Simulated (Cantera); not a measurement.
An isothermal, constant-pressure homogeneous reactor starts with CO : O2 : H2O : N2 = 0.0028 : 0.036 : 0.0003 : 1 (molar parts), equivalence ratio 0.039, at 1500 K and 750 Torr. Integrator tolerance rtol = 1e-08.

Detailed kinetics in Cantera: GRI-Mech 3.0 (53 species, 325 reactions).

**Question.** What does this change do: pressure from 750 Torr to 3750 Torr?

**Answer.** 
```tsv
quantity	before	after
x(CO) at 200 s	7.27e-8 (gas-phase equilibrium 7.31e-8)	3.25e-8 (gas-phase equilibrium 3.27e-8)
x(O2) at 200 s	0.0333 (gas-phase equilibrium 0.0331)	0.0333 (gas-phase equilibrium 0.0331)
x(H2O) at 200 s	0.000288 (gas-phase equilibrium 0.000288)	0.000288 (gas-phase equilibrium 0.000288)
x(NO) at 200 s	7.06e-6 (gas-phase equilibrium 0.000540)	1.47e-5 (gas-phase equilibrium 0.000540)
x(N2O) at 200 s	3.66e-8 (gas-phase equilibrium 3.66e-8)	8.20e-8 (gas-phase equilibrium 8.18e-8)
x(H2) at 200 s	3.00e-9 (gas-phase equilibrium 3.01e-9)	1.34e-9 (gas-phase equilibrium 1.35e-9)
```

**Question.** What does this change do: pressure from 750 Torr to 128 Torr?

**Answer.** 
```csv
quantity,before,after
x(CO) at 200 s,7.27e-8 (gas-phase equilibrium 7.31e-8),1.76e-7 (gas-phase equilibrium 1.77e-7)
x(O2) at 200 s,0.0333 (gas-phase equilibrium 0.0331),0.0333 (gas-phase equilibrium 0.0331)
x(H2O) at 200 s,0.000288 (gas-phase equilibrium 0.000288),0.000287 (gas-phase equilibrium 0.000287)
x(NO) at 200 s,7.06e-6 (gas-phase equilibrium 0.000540),4.91e-6 (gas-phase equilibrium 0.000540)
x(N2O) at 200 s,3.66e-8 (gas-phase equilibrium 3.66e-8),1.50e-8 (gas-phase equilibrium 1.51e-8)
x(H2) at 200 s,3.00e-9 (gas-phase equilibrium 3.01e-9),7.25e-9 (gas-phase equilibrium 7.29e-9)
```
